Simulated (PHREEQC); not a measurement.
A solution holds 0.25 mol/kgw SrCl2, at 25 °C. Closed to the air; pH follows from the charge balance.

Equilibrium calculation in PHREEQC: ion-association model, phreeqc.dat.

No solid was allowed to form.

Q: Estimate the activity of water.

A: activity of water 0.987.

Caution: at this ionic strength the ion-association model is outside its range; a Pitzer model would be the better tool where its parameters exist. Species that the database lacks are ignored.
